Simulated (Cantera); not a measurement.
A perfectly stirred reactor is fed with 7.54 % CH3OH, 19.4 % O2, 73.0 % N2, equivalence ratio 0.58, at 760 Torr; it is adiabatic with a 400 K inlet, and is followed from long to short residence time, starting on the burning branch (τ in s: 0.5, 0.14, 0.039, 0.011, 0.0031, 0.00086, 0.00024, 6.7e-05, 1.9e-05, 5.3e-06).

Cantera simulation using GRI-Mech 3.0 (53 species, 325 reactions); the numbers are that mechanism's predictions, not measurements. GRI-Mech 3.0 was tuned for natural gas; its chemistry of methanol as a main component is partial and can be far from experiment.

Problem. Predict: blow-out, bracketed by the residence times tried; x(CH3OH) at τ = 0.500 s; x(O2) at τ = 0.500 s; x(H2) at τ = 0.500 s; x(CO2) at τ = 0.500 s; x(CH3OH) at τ = 0.860 ms; x(O2) at τ = 0.860 ms; x(H2) at τ = 0.860 ms; x(CO2) at τ = 0.860 ms; x(CH2CO) at τ = 0.860 ms.

Solution. 
- blow-out, bracketed by the residence times tried: burning at 0.860 ms, out at 0.240 ms
- x(CH3OH) at τ = 0.500 s: 1.28e-6
- x(O2) at τ = 0.500 s: 0.0781
- x(H2) at τ = 0.500 s: 5.20e-5
- x(CO2) at τ = 0.500 s: 0.0725
- x(CH3OH) at τ = 0.860 ms: 0.000107
- x(O2) at τ = 0.860 ms: 0.0819
- x(H2) at τ = 0.860 ms: 0.00176
- x(CO2) at τ = 0.860 ms: 0.0628
- x(CH2CO) at τ = 0.860 ms: 4.78e-9
